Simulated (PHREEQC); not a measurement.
Solution (20 °C): 0.029 mol HF, 0.086 mol NH4F, 3e-07 mol H4SiO4 and 0.02 mol H2SO4 per kg of water. Closed to the air; pH follows from the charge balance.

Model: ion-association model, phreeqc.dat, run in PHREEQC.

No solid was allowed to form.

Order these S species by the share of S that they hold, largest first: NH4SO4-, SO4-2, HSO4-.

SO4-2 (70 %), NH4SO4- (26 %), HSO4- (4.1 %)

The pH is 2.85 and the ionic strength 0.0964 mol/kgw. SiF6-2 is the database's only silicon fluoride.
